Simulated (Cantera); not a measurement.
## Stirred combustor or abatement burner

A perfectly stirred reactor is fed with CH4 : O2 : N2 = 1 : 2.41 : 9.06 (molar parts), at 170000 Pa; it is adiabatic with a 423 K inlet, and is followed from long to short residence time, starting on the burning branch (τ in s: 0.1, 0.056, 0.03, 0.016, 0.0088, 0.0047, 0.0026, 0.0014, 0.00074, 0.0004, 0.00022, 0.00012, 6.3e-05).

Cantera simulation using GRI-Mech 3.0 (53 species, 325 reactions); the numbers are that mechanism's predictions, not measurements.

```csv
τ (s),T (K),x CH4,x O2,x C2H2,x NO,x H
0.10,2126,2.94e-6,0.0327,2.20e-10,0.000732,8.39e-5
0.056,2124,4.90e-6,0.0329,5.57e-10,0.000503,9.96e-5
0.030,2119,8.22e-6,0.0331,1.35e-9,0.000346,0.000130
0.016,2111,1.33e-5,0.0335,2.85e-9,0.000248,0.000186
0.0088,2100,2.05e-5,0.0339,5.16e-9,0.000189,0.000280
0.0047,2083,3.17e-5,0.0345,8.80e-9,0.000145,0.000447
0.0026,2062,4.77e-5,0.0354,1.39e-8,0.000115,0.000702
0.0014,2033,7.37e-5,0.0365,2.21e-8,9.07e-5,0.00111
0.00074,1997,0.000118,0.0381,3.65e-8,7.08e-5,0.00174
0.00040,1953,0.000191,0.0400,6.33e-8,5.50e-5,0.00255
0.00022,1904,0.000321,0.0425,1.20e-7,4.16e-5,0.00349
0.00012,1844,0.000591,0.0462,2.78e-7,2.91e-5,0.00440
6.3e-5,1755,0.00144,0.0537,1.11e-6,1.55e-5,0.00455
```
x: mole fraction; the columns are a selection and need not sum to one.
